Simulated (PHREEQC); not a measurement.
0.68 g of hydrous ferric oxide (600 m²/g; 0.2 weak and 0.005 strong sites per Fe, Dzombak-Morel constants, diffuse double layer) in 1 kg of water with 0.005 mol/kgw of an inert sodium salt and 9e-06 mol SrCl2, at 25 °C; the pH is set by adding NaOH or the inert anion's acid. Oxygen alone is held at its pressure in air (log pO2 = -0.68). The system is closed to CO2. Precipitation was switched off in this run.

The series has 17 steps of pH, from 3 to 11.

Computed with PHREEQC (ion-association model, wateq4f.dat).

Problem. Near which pH is half of the Sr sorbed, and on which side is more sorbed?

Solution. Near pH 8.0, with more sorbed at higher pH.

The oxide is taken as insoluble; below pH 4 it would dissolve.
